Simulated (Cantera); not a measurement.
A perfectly stirred reactor is fed with CH₄ : O₂ : N₂ : H₂O : CO₂ = 1 : 1.82 : 6.84 : 1 : 0.97 (molar parts), equivalence ratio 1.1, at 27000 Pa; it is adiabatic with a 473 K inlet, and is followed from long to short residence time, starting on the burning branch (τ in s: 0.062, 0.03, 0.015, 0.0072, 0.0035, 0.0017, 0.00084, 0.00041, 0.0002, 9.7e-05).

Cantera simulation using GRI-Mech 3.0 (53 species, 325 reactions); the numbers are that mechanism's predictions, not measurements.

x: mole fraction; the columns are a selection and need not sum to one.

```tsv
τ (s)	T (K)	x CH₄	x O₂	x H₂O	x C₂H₂	x HO₂	x CH₂
0.062	1887	1.81e-5	0.00496	0.237	1.08e-8	?	4.90e-7
0.030	1855	3.00e-5	0.00659	0.234	1.87e-8	?	7.29e-7
0.015	1820	5.04e-5	0.00835	0.231	3.42e-8	?	1.06e-6
0.0072	1779	9.11e-5	0.0104	0.228	7.25e-8	?	1.58e-6
0.0035	1738	0.000171	0.0125	0.225	1.76e-7	?	2.42e-6
0.0017	1696	0.000346	0.0151	0.222	5.13e-7	?	3.94e-6
0.00084	1652	0.000780	0.0189	0.219	1.94e-6	?	7.10e-6
0.00041	473	0.0860	0.156	0.0860	<1e-12	<1e-12	<1e-12
0.00020	473	0.0860	0.156	0.0860	<1e-12	<1e-12	<1e-12
9.7e-5	473	0.0860	0.156	0.0860	<1e-12	<1e-12	<1e-12
```

Task: Fill in the missing entries.

Result: 
- 0.062, x HO₂: 6.39e-7
- 0.030, x HO₂: 9.28e-7
- 0.015, x HO₂: 1.29e-6
- 0.0072, x HO₂: 1.80e-6
- 0.0035, x HO₂: 2.48e-6
- 0.0017, x HO₂: 3.54e-6
- 0.00084, x HO₂: 5.78e-6
